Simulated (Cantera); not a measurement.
# Equilibrium for thermal oxidation and active oxidation of silicon: Si + N2O + N2 + O2

A closed system holds: 1 mol Si, a varied amount of N2O, 150 mol N2, 0.0016 mol O2, held at 1323 K and 13300 Pa.

Method: chemical equilibrium by Gibbs-energy minimisation in Cantera with the NASA 1993 tables (ideal gas, pure condensed phases). Candidate condensed phases: Si, SiO2, Si2N2O, Si3N4; 16 gas species. Mutual solubility and eutectic melting of coexisting phases are not modelled. The tables hold silica as quartz up to 1696 K and as liquid above; real silica turns to tridymite and cristobalite and melts near 1996 K. The numbers say what is thermodynamically allowed, not how fast it happens.

From 0.084 mol N2O to 0.47 mol N2O the condensed part is Si2N2O(s) + Si3N4(s). At 0.57 mol N2O the condensed part is SiO2(β-quartz) + Si2N2O(s).

```json
[
 {"n(N2O) (mol)": "0.084", "x N2": "1.00", "x SiO": "9.21e-10", "n Si2N2O(s)": "0.0872", "n Si3N4(s)": "0.275", "n SiO2(β-quartz)": "0"},
 {"n(N2O) (mol)": "0.1", "x N2": "1.00", "x SiO": "9.21e-10", "n Si2N2O(s)": "0.103", "n Si3N4(s)": "0.265", "n SiO2(β-quartz)": "0"},
 {"n(N2O) (mol)": "0.12", "x N2": "1.00", "x SiO": "9.21e-10", "n Si2N2O(s)": "0.123", "n Si3N4(s)": "0.251", "n SiO2(β-quartz)": "0"},
 {"n(N2O) (mol)": "0.15", "x N2": "1.00", "x SiO": "9.21e-10", "n Si2N2O(s)": "0.153", "n Si3N4(s)": "0.231", "n SiO2(β-quartz)": "0"},
 {"n(N2O) (mol)": "0.18", "x N2": "1.00", "x SiO": "9.21e-10", "n Si2N2O(s)": "0.183", "n Si3N4(s)": "0.211", "n SiO2(β-quartz)": "0"},
 {"n(N2O) (mol)": "0.22", "x N2": "1.00", "x SiO": "9.21e-10", "n Si2N2O(s)": "0.223", "n Si3N4(s)": "0.185", "n SiO2(β-quartz)": "0"},
 {"n(N2O) (mol)": "0.26", "x N2": "1.00", "x SiO": "9.21e-10", "n Si2N2O(s)": "0.263", "n Si3N4(s)": "0.158", "n SiO2(β-quartz)": "0"},
 {"n(N2O) (mol)": "0.32", "x N2": "1.00", "x SiO": "9.21e-10", "n Si2N2O(s)": "0.323", "n Si3N4(s)": "0.118", "n SiO2(β-quartz)": "0"},
 {"n(N2O) (mol)": "0.39", "x N2": "1.00", "x SiO": "9.21e-10", "n Si2N2O(s)": "0.393", "n Si3N4(s)": "0.0712", "n SiO2(β-quartz)": "0"},
 {"n(N2O) (mol)": "0.47", "x N2": "1.00", "x SiO": "9.21e-10", "n Si2N2O(s)": "0.473", "n Si3N4(s)": "0.0179", "n SiO2(β-quartz)": "0"},
 {"n(N2O) (mol)": "0.57", "x N2": "1.00", "x SiO": "1.48e-7", "n Si2N2O(s)": "0.476", "n Si3N4(s)": "0", "n SiO2(β-quartz)": "0.0488"}
]
```
x: gas mole fraction; n: condensed amount in mol.
